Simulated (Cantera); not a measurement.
A perfectly stirred reactor is fed with 0.395 % CH3OH, 0.918 % O2, 98.7 % N2, equivalence ratio 0.65, at 1.00 bar; it is held at 1150 K, and followed from long to short residence time.

Cantera simulation using GRI-Mech 3.0 (53 species, 325 reactions); the numbers are that mechanism's predictions, not measurements. GRI-Mech 3.0 was tuned for natural gas; its chemistry of methanol as a main component is partial and can be far from experiment.

Question: Predict: x(CH3OH) at τ = 4.40 s; x(O2) at τ = 4.40 s; x(HO2) at τ = 4.40 s; x(H2O) at τ = 4.40 s; x(H2O2) at τ = 4.40 s; x(CH3OH) at τ = 0.100 s; x(O2) at τ = 0.100 s; x(HO2) at τ = 0.100 s; x(H2O) at τ = 0.100 s; x(H2O2) at τ = 0.100 s.

Answer: x(CH3OH) at τ = 4.40 s: 1.62e-6
x(O2) at τ = 4.40 s: 0.00328
x(HO2) at τ = 4.40 s: 6.37e-7
x(H2O) at τ = 4.40 s: 0.00787
x(H2O2) at τ = 4.40 s: 1.36e-8
x(CH3OH) at τ = 0.100 s: 1.23e-5
x(O2) at τ = 0.100 s: 0.00360
x(HO2) at τ = 0.100 s: 2.62e-6
x(H2O) at τ = 0.100 s: 0.00774
x(H2O2) at τ = 0.100 s: 1.11e-7
